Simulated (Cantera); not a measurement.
Charge: 1 mol Cr, 8.5 mol NH3, at 10.0 mbar.

These are equilibrium values from Cantera (NASA tables, ideal gas, pure condensed phases), not measurements of a reactor. Candidate condensed phases: Cr, CrN, Cr2N; 11 gas species. Rates play no part.

x: gas mole fraction; n: condensed amount in mol.

```tsv
T (K)	x H2	x N2	x H	x Cr	x N	x NH3	n Cr(s)
1448	0.750	0.250	7.98e-5	1.85e-5	<1e-12	2.37e-7	1.000
1548	0.750	0.250	?	?	<1e-12	?	0.998
1648	0.749	0.250	0.000771	0.000890	9.54e-12	1.34e-7	0.985
1748	0.745	0.249	0.00197	0.00437	7.03e-11	1.05e-7	0.925
1848	0.733	0.245	0.00454	0.0179	4.16e-10	8.22e-8	0.690
1948	0.700	0.235	0.00946	0.0553	2.02e-9	6.24e-8	0
2048	0.692	0.234	0.0186	0.0550	8.58e-9	5.18e-8	0
2148	0.679	0.232	?	0.0546	?	?	0
2248	0.657	0.229	0.0596	0.0539	1.05e-7	3.55e-8	0
2348	0.625	0.225	0.0976	0.0528	3.10e-7	2.88e-8	0
2448	0.579	0.218	0.151	0.0513	8.35e-7	2.26e-8	0
```

Q: Some entries are withheld; supply them.

A: 
- 2148, x H: 0.0343
- 2148, x N: 3.18e-8
- 2148, x NH3: 4.30e-8
- 1548, x H: 0.000267
- 1548, x Cr: 0.000146
- 1548, x NH3: 1.75e-7
